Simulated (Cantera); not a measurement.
Feed: 1 mol Fe₃O₄, 0.078 mol Cl₂, 0.55 mol H₂, equilibrated at 15000 Pa.

Equilibrium computed with Cantera from the NASA thermochemical tables; the gas is ideal and each condensed phase is pure. Candidate condensed phases: Fe, FeCl₂, FeCl₃, FeO, Fe(OH)₂, Fe(OH)₃, Fe₂O₃, Fe₃O₄, H₂O; 22 gas species. Mutual solubility and eutectic melting of coexisting phases are not modelled. The tables' stoichiometric FeO is somewhat more stable than real wüstite, so its field is too wide. FeO: taken at fixed stoichiometry. Rates play no part.

Which condensed phases are stable at each of these points (T (K)): 1350, 1375, 1400, 1425, 1450, 1475, 1500, 1525, 1550, 1575, 1600, 1625, 1650, 1675?


```csv
T (K),condensed phases,Fe condensed (%)
1350,FeO(s) + Fe₃O₄(s),99.7
1375,FeO(s) + Fe₃O₄(s),99.7
1400,FeO(s) + Fe₃O₄(s),99.7
1425,FeO(s) + Fe₃O₄(s),99.7
1450,FeO(s) + Fe₃O₄(s),99.7
1475,FeO(s) + Fe₃O₄(s),99.6
1500,FeO(s) + Fe₃O₄(s),99.6
1525,FeO(s) + Fe₃O₄(s),99.6
1550,FeO(s) + Fe₃O₄(s),99.6
1575,FeO(s) + Fe₃O₄(s),99.6
1600,FeO(s) + Fe₃O₄(s),99.5
1625,FeO(s) + Fe₃O₄(s),99.5
1650,FeO(l) + Fe₃O₄(s),99.5
1675,FeO(l) + Fe₃O₄(s),99.5
```

From 1350 K to 1625 K the condensed part is FeO(s) + Fe₃O₄(s). From 1650 K to 1675 K the condensed part is FeO(l) + Fe₃O₄(s).
